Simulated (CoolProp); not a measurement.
A simple Rankine cycle with water: condensing at 300.15 K, boiler at 0.0592 MPa, turbine inlet 373.7 K, turbine efficiency 0.6, pump efficiency 0.7, no recuperator. Each further row changes one setting.

Model: reference Helmholtz-energy equation of state, Wagner 2002, in CoolProp.

```json
[
 {"case": "as stated", "thermal efficiency (%)": "9.4", "net work (kJ/kg)": "241", "heat in (kJ/kg)": "2570", "turbine exit temperature (K)": "300.2", "volume ratio over the turbine": "12.8"},
 {"case": "turbine inlet 393.7 K", "thermal efficiency (%)": "9.4", "net work (kJ/kg)": "246", "heat in (kJ/kg)": "2610", "turbine exit temperature (K)": "300.2", "volume ratio over the turbine": "12.3"},
 {"case": "condensing temperature 292.15 K", "thermal efficiency (%)": "10.6", "net work (kJ/kg)": "276", "heat in (kJ/kg)": "2600", "turbine exit temperature (K)": "292.1", "volume ratio over the turbine": "20.1"},
 {"case": "boiler pressure 0.0414 MPa", "thermal efficiency (%)": "8.2", "net work (kJ/kg)": "211", "heat in (kJ/kg)": "2570", "turbine exit temperature (K)": "300.2", "volume ratio over the turbine": "9.06"},
 {"case": "turbine efficiency 0.5", "thermal efficiency (%)": "7.8", "net work (kJ/kg)": "201", "heat in (kJ/kg)": "2570", "turbine exit temperature (K)": "300.2", "volume ratio over the turbine": "13.0"}
]
```

The expansion ends wet for: as stated; turbine inlet 393.7 K; condensing temperature 292.15 K; boiler pressure 0.0414 MPa; turbine efficiency 0.5.
